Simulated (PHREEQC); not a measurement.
Nickel, zinc or cadmium bath: speciation

Make-up at 25 °C: 11 mmol/kgw NiSO4, 0.045 mmol/kgw KCl and 93 mmol/kgw H2SO4. It is in equilibrium with CO2 at log p = -3.4 (atm). Otherwise closed; pH follows from the charge balance.

Computed with PHREEQC (ion-association model, wateq4f.dat).

- pH: 1.06
- ionic strength: 0.152 mol/kgw
- total alkalinity: -186 meq/kg

| species | molality | activity | log γ |
|---|---|---|---|
| H+ | 0.107 | 0.0866 | -0.092 |
| HSO4- | 0.0789 | 0.0590 | -0.126 |
| SO4-2 | 0.0217 | 0.00702 | -0.491 |
| Ni+2 | 0.00764 | 0.00254 | -0.479 |
| NiSO4 | 0.00335 | 0.00347 | 0.015 |
| Cl- | 4.47e-5 | 3.28e-5 | -0.135 |
| K+ | 4.30e-5 | 3.15e-5 | -0.135 |
| CO2 | 1.31e-5 | 1.36e-5 | 0.015 |
| Ni(SO4)2-2 | 3.94e-6 | 1.31e-6 | -0.479 |
| KSO4- | 2.03e-6 | 1.55e-6 | -0.117 |
| NiCl+ | 2.75e-7 | 2.09e-7 | -0.120 |

Precipitation was switched off in this run.
